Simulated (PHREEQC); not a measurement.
Dissolve 6.9 mmol/kgw Cu(BF4)2, 1.1 mmol/kgw H2SO4 and 1.7 mmol/kgw NaCl at 25 °C. Closed to the air; pH follows from the charge balance.

Equilibrium calculation in PHREEQC: ion-association model, phreeqc.dat.

The ionic strength comes out as 0.0246 mol/kgw. What activity coefficients do BF2(OH)2-, CuF+, Cu+2, NaSO4-, F- get?

BF2(OH)2- 0.86, CuF+ 0.86, Cu+2 0.57, NaSO4- 0.86, F- 0.86.

Precipitation was switched off in this run. Real BF4- forms and hydrolyses slowly; the run takes it at equilibrium.
